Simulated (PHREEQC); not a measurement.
**Acid rinse or clean (model solution)**

A solution holds 0.0029 mol/kgw HCl, 0.0046 mol/kgw AlCl3 and 3.2e-05 mol/kgw CuCl2, at 25 °C. Closed to the air; pH follows from the charge balance.

Computed with PHREEQC (ion-association model, phreeqc.dat).

This is a speciation only: nothing precipitates in the calculation.

Task: Predict the pH, specific conductance.

Result: pH 2.60; specific conductance 2670 µS/cm.

Task: In which forms is Cu present?

Result: Cu+2 98 %, CuCl+ 2.4 % of the Cu.
